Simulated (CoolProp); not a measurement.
Vapour-liquid equilibrium of chloromethane (R40) (1) + isobutene (2) at 268.4 K; x and y are mole fractions of (1).

Model: multi-fluid Helmholtz-energy mixture model, Thol 2014 and Lemmon 2005; pair parameters Bell 2016, in CoolProp.

```csv
x,"bubble pressure, mixture model (bar)","bubble pressure, Raoult's law (bar)","y, mixture model","y, Raoult's law"
0.05,1.193,1.160,0.115,0.094
0.15,1.347,1.268,[?],0.259
0.25,1.480,1.376,[?],0.397
0.35,[?],1.484,0.523,0.516
0.45,[?],1.591,[?],0.618
0.55,[?],1.699,0.690,0.707
0.65,1.894,1.807,[?],0.786
0.75,1.982,1.915,0.832,0.856
0.85,2.065,2.023,0.900,0.918
0.95,2.146,2.131,[?],0.974
```

Q: Some entries are withheld; supply them.

A: 
- 0.15, y, mixture model: 0.289
- 0.25, y, mixture model: 0.419
- 0.35, bubble pressure, mixture model (bar): 1.598
- 0.45, bubble pressure, mixture model (bar): 1.704
- 0.45, y, mixture model: 0.611
- 0.55, bubble pressure, mixture model (bar): 1.802
- 0.65, y, mixture model: 0.763
- 0.95, y, mixture model: 0.967

The largest gap from Raoult's law is +7.7 % in bubble pressure, at x = 0.35. No azeotrope shows between x = 0.05 and 0.95.

Pair parameters are fitted to limited data, so mixtures are less certain than the pure fluids.
